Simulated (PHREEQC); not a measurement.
Make-up at 20 °C: 0.0011 mol Al2(SO4)3 per kg of water. Closed to the air; pH follows from the charge balance.

All values are PHREEQC results (ion-association model, phreeqc.dat), not measurements.

Each row changes one thing in this solution. No solid was allowed to form.

```csv
case,pH,ionic strength (mol/kgw),SO4-2 (mol/kgw),AlSO4+ (mol/kgw),Al+3 (mol/kgw),AlOH+2 (mol/kgw),SI of Gibbsite (Al(OH)3)
as made,4.25,0.00763,0.00180,0.00138,0.000700,6.04e-5,+0.87
Al2(SO4)3 from 0.0011 to 0.00099 mol/kgw,4.25,0.00703,0.00165,0.00122,0.000652,5.82e-5,+0.88
0.00061 mol/kgw NaHSO4 added,3.30,0.00873,0.00221,0.00148,0.000645,6.23e-6,-2.01
Al2(SO4)3 from 0.0011 to 0.00165 mol/kgw,4.21,0.0105,0.00251,0.00220,0.000914,?,+0.83
temperature from 20 to 40 °C,3.97,0.00714,0.00173,0.00143,?,9.77e-5,+1.07
0.0014 mol/kgw FeSO4 added,4.31,0.0115,0.00281,0.00148,?,5.45e-5,?
```

Task: Some entries are withheld; supply them.

Result: 
- Al2(SO4)3 from 0.0011 to 0.00165 mol/kgw, AlOH+2 (mol/kgw): 6.94e-5
- temperature from 20 to 40 °C, Al+3 (mol/kgw): 0.000592
- 0.0014 mol/kgw FeSO4 added, Al+3 (mol/kgw): 0.000575
- 0.0014 mol/kgw FeSO4 added, SI of Gibbsite (Al(OH)3): +0.93

Some of these states are supersaturated (in Gibbsite (slow to form), for instance). Away from 25 °C the constants follow the database's enthalpies or fits; those with neither stay at their 25 °C values.
